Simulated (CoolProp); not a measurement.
Vapour-liquid equilibrium of propylene (1) + 1-butene (2) at 0.0113 MPa; x and y are mole fractions of (1).

The numbers come from the multi-fluid Helmholtz-energy mixture model, Lemmon 2013 and Lemmon 2005; pair parameters Bell 2016 in CoolProp.

| x | bubble temperature, mixture model (°C) | bubble temperature, Raoult's law (°C) | y, mixture model | y, Raoult's law |
|---|---|---|---|---|
| 0.05 | -56.5 | -56.5 | 0.293 | 0.294 |
| 0.2 | -66.6 | -66.5 | 0.695 | 0.696 |
| 0.35 | -72.9 | -72.8 | 0.844 | 0.845 |
| 0.5 | -77.4 | -77.3 | 0.915 | 0.916 |
| 0.65 | -80.8 | -80.8 | 0.955 | 0.956 |
| 0.8 | -83.5 | -83.5 | 0.979 | 0.980 |
| 0.95 | -85.8 | -85.8 | 0.996 | 0.996 |

The largest gap from Raoult's law is -0.1 K in bubble temperature, at x = 0.35. No azeotrope shows between x = 0.05 and 0.95.

The pair parameters rest on a limited set of measurements; away from them the model extrapolates.
